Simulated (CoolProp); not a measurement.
Vapour-liquid equilibrium of p-xylene (1) + n-undecane (2) at 158.05 °C; x and y are mole fractions of (1).

Model: multi-fluid Helmholtz-energy mixture model, Zhou 2012 and Aleksandrov 2011; pair parameters Bell 2016, in CoolProp.

```json
[
 {"x": "0.05", "bubble pressure (MPa)": "0.04221", "y at the bubble point": "0.178", "dew pressure at overall composition x (MPa)": "0.03779", "liquid density (mol/L)": "4.137"},
 {"x": "0.15", "bubble pressure (MPa)": "0.05425", "y at the bubble point": "0.422", "dew pressure at overall composition x (MPa)": "0.04115", "liquid density (mol/L)": "4.331"},
 {"x": "0.25", "bubble pressure (MPa)": "0.06658", "y at the bubble point": "___", "dew pressure at overall composition x (MPa)": "0.04516", "liquid density (mol/L)": "4.541"},
 {"x": "0.35", "bubble pressure (MPa)": "___", "y at the bubble point": "0.692", "dew pressure at overall composition x (MPa)": "0.05003", "liquid density (mol/L)": "4.769"},
 {"x": "0.45", "bubble pressure (MPa)": "0.09209", "y at the bubble point": "0.775", "dew pressure at overall composition x (MPa)": "0.05606", "liquid density (mol/L)": "5.017"},
 {"x": "0.55", "bubble pressure (MPa)": "0.1052", "y at the bubble point": "0.838", "dew pressure at overall composition x (MPa)": "0.06374", "liquid density (mol/L)": "5.289"},
 {"x": "0.65", "bubble pressure (MPa)": "0.1186", "y at the bubble point": "0.888", "dew pressure at overall composition x (MPa)": "0.07386", "liquid density (mol/L)": "5.587"},
 {"x": "0.75", "bubble pressure (MPa)": "0.1323", "y at the bubble point": "0.928", "dew pressure at overall composition x (MPa)": "0.08779", "liquid density (mol/L)": "5.915"},
 {"x": "0.85", "bubble pressure (MPa)": "0.1461", "y at the bubble point": "0.961", "dew pressure at overall composition x (MPa)": "0.1082", "liquid density (mol/L)": "6.279"},
 {"x": "0.95", "bubble pressure (MPa)": "___", "y at the bubble point": "0.988", "dew pressure at overall composition x (MPa)": "0.1412", "liquid density (mol/L)": "___"}
]
```

Task: Complete the blanks.

Result: 
- 0.25, y at the bubble point: 0.581
- 0.35, bubble pressure (MPa): 0.07920
- 0.95, bubble pressure (MPa): 0.1600
- 0.95, liquid density (mol/L): 6.684

No azeotrope shows between x = 0.05 and 0.95.

The pair parameters rest on a limited set of measurements; away from them the model extrapolates.
